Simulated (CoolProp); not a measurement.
A single-stage vapour-compression cycle with cyclopentane: evaporating at 279.15 K (dew point), condensing at 313.15 K (bubble point), superheat 8 K, subcooling 2 K, compressor efficiency 0.6, no pressure losses. Each further row changes one setting.

The numbers come from the reference Helmholtz-energy equation of state, Gedanitz 2015 in CoolProp.

```
case                              cooling COP  pressure ratio  discharge temperature (K)  refrigerating effect (kJ/kg)  volumetric capacity (kJ/m³)
--------------------------------  -----------  --------------  -------------------------  ----------------------------  ---------------------------
as stated                                4.54            3.92                      351.6                           371                          208
evaporating temperature 284.15 K         5.49            3.13                      346.3                           377                          260
condensing temperature 308.15 K          5.39            3.28                      343.5                           380                          213
subcooling 7 K                           4.65            3.92                      351.6                           380                          213
superheat 18 K                           4.53            3.92                      361.2                           383                          207
compressor efficiency 0.5                3.78            3.92                      362.5                           371                          208
```
